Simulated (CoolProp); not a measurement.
2000 sccm (0 °C, 1 atm) of nitrogen bubbles through liquid benzene at 304.5 K and leaves saturated at a total pressure of 0.15 MPa (ideal gas phase). Each further row changes one setting.

Computed with CoolProp (reference Helmholtz-energy equation of state, Thol 2012).

```tsv
case	vapour pressure (kPa)	mole fraction of vapour	delivery (mg/min)	delivery (sccm)	change of delivery for a bath 1 K warmer (%)
as stated	16.9	0.113	885	254	5.1
bath temperature 309.5 K	21.0	0.140	1130	325	5.0
total pressure 0.3 MPa	16.9	0.0563	416	119	4.7
```
